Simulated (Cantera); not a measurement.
Charge: 1 mol Si, 13 mol HBr, equilibrated at 850 K and 0.100 bar.

These are equilibrium values from Cantera (NASA tables, ideal gas, pure condensed phases), not measurements of a reactor. Candidate condensed phases: Br2, Si; 19 gas species. Kinetics and transport are ignored.

Base state: HBr 0.750, H2 0.167, SiBr4 0.0833, SiHBr3 1.72e-5 (mole fractions); condensed: gas only.

### Question
What changes in the equilibrium state with this change: temperature from 850 K to 1500 K?

### Answer
| species | before | after |
|---|---|---|
| HBr | 0.750 | 0.767 |
| H2 | 0.167 | 0.141 |
| SiBr4 | 0.0833 | 0.0505 |
| SiBr2 | 1.86e-9 | 0.0220 |
| Br | 8.93e-7 | 0.0114 |
| H | <1e-9 | 2.09e-5 |
| SiBr3 | 4.03e-7 | 0.00766 |
| Br2 | 1.54e-7 | 0.000146 |
The tables' values for SiBr3 are old estimates; treat these amounts as uncertain.
